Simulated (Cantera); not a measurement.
Feed: 1 mol MgSO4, 0.069 mol H2O, at 2.30 bar.

Method: chemical equilibrium by Gibbs-energy minimisation in Cantera with the NASA 1993 tables (ideal gas, pure condensed phases). Candidate condensed phases: H2O, H2SO4, Mg, MgO, Mg(OH)2, MgS, MgSO4, S; 26 gas species. The numbers say what is thermodynamically allowed, not how fast it happens.

Q: At 1573 K, list the 5 most abundant gas species with their mole fractions, and the condensed phases.

A: SO2 0.628, O2 0.314, H2O 0.0442, SO3 0.0140, OH 8.56e-5. Condensed: MgO(s).
